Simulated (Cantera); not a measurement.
Charge: 1 mol Cr, 0.85 mol N₂, 380 mol H₂, equilibrated at 0.400 Pa.

Equilibrium computed with Cantera from the NASA thermochemical tables; the gas is ideal and each condensed phase is pure. Candidate condensed phases: Cr, CrN, Cr₂N; 11 gas species. Kinetics and transport are ignored.

Problem. At 2600 °C, list the 4 most abundant gas species with their mole fractions, and the condensed phases.

Solution. H 0.997, Cr 0.00131, N₂ 0.00107, H₂ 0.000360. Condensed: gas only.
